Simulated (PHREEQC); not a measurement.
Dissolve 0.0043 mol ZnSO4, 0.16 mol H3BO3 and 0.0033 mol FeSO4 per kg of water at 47 °C. Closed to the air; pH follows from the charge balance.

Computed with PHREEQC (ion-association model, wateq4f.dat).

Each row changes one thing in this solution. Precipitation was switched off in this run.

| case | pH | ionic strength (mol/kgw) | SO4-2 (mol/kgw) | HSO4- (mol/kgw) |
|---|---|---|---|---|
| as made | 5.00 | 0.0209 | 0.00516 | 5.51e-6 |
| FeSO4 left out | 4.98 | 0.0127 | 0.00315 | 3.84e-6 |
| H3BO3 left out | … | 0.0209 | 0.00517 | 1.49e-6 |
| ZnSO4 replaced by H2SO4 at the same molality | 2.27 | 0.0174 | 0.00418 | 0.00248 |
| ZnSO4 from 0.0043 to 0.00043 mol/kgw | 4.98 | 0.0114 | 0.00284 | … |
| diluted 5-fold with water | 5.29 | 0.00513 | 0.00128 | … |

**Question.** Complete the blanks.

**Answer.** 
- H3BO3 left out, pH: 5.57
- ZnSO4 from 0.0043 to 0.00043 mol/kgw, HSO4- (mol/kgw): 3.46e-6
- diluted 5-fold with water, HSO4- (mol/kgw): 8.50e-7

At this temperature some constants are extrapolated from 25 °C, and those without enthalpy data are left unchanged.
